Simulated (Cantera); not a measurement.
A freely propagating, adiabatic, planar premixed flame of CH4 : CO : O2 : N2 = 1 : 0.54 : 2.27 : 8.54 (molar parts), unburnt at 350 K and 10.0 bar; multicomponent transport, grid criteria slope 0.08 and curve 0.16, no radiation.

Computed with Cantera and GRI-Mech 3.0 (53 species, 325 reactions). Burning velocities carry a grid error of a few per cent, more on coarse grids.

x: mole fraction of selected species; z is measured from the peak of heat release.

| z (mm) | T (K) | u (m/s) | x CH4 | x CO | x O2 | x NO | x CH2CO | x C2H2 |
|---|---|---|---|---|---|---|---|---|
| -0.251 | 350 | 0.220 | 0.0809 | 0.0437 | 0.184 | <1e-8 | <1e-8 | <1e-8 |
| -0.168 | 353 | 0.222 | 0.0807 | 0.0437 | 0.183 | <1e-8 | 2.13e-8 | ? |
| -0.126 | 367 | 0.231 | 0.0800 | 0.0437 | 0.182 | 1.09e-8 | 2.13e-7 | ? |
| -0.0838 | 474 | 0.300 | 0.0749 | 0.0440 | 0.175 | 1.54e-7 | 3.77e-6 | ? |
| -0.0419 | 988 | 0.629 | 0.0496 | 0.0469 | 0.134 | 3.98e-6 | 5.15e-5 | ? |
| -0.0210 | 1444 | 0.919 | 0.0253 | 0.0501 | 0.0904 | 1.23e-5 | 0.000129 | ? |
| 0 | 1884 | 1.19 | 0.00383 | 0.0486 | 0.0433 | 2.35e-5 | 0.000103 | ? |
| 0.0210 | 2071 | 1.30 | 7.12e-5 | 0.0337 | 0.0213 | 3.59e-5 | 4.23e-6 | ? |
| 0.0419 | 2150 | 1.34 | 8.94e-7 | 0.0241 | 0.0150 | 4.36e-5 | 6.51e-8 | ? |
| 0.0838 | 2227 | 1.38 | <1e-8 | 0.0170 | 0.0105 | 5.32e-5 | <1e-8 | <1e-8 |
| 0.168 | 2282 | 1.41 | <1e-8 | 0.0124 | 0.00743 | 6.55e-5 | <1e-8 | <1e-8 |
| 0.335 | 2314 | 1.43 | <1e-8 | 0.00951 | 0.00557 | 8.22e-5 | <1e-8 | <1e-8 |
| 0.670 | 2327 | 1.44 | <1e-8 | 0.00824 | 0.00478 | 0.000109 | <1e-8 | <1e-8 |

Question: What belongs in the gaps?

Answer: 
- -0.168, x C2H2: 3.60e-8
- -0.126, x C2H2: 2.75e-7
- -0.0838, x C2H2: 3.30e-6
- -0.0419, x C2H2: 3.07e-5
- -0.0210, x C2H2: 7.01e-5
- 0, x C2H2: 0.000102
- 0.0210, x C2H2: 4.75e-6
- 0.0419, x C2H2: 5.49e-8
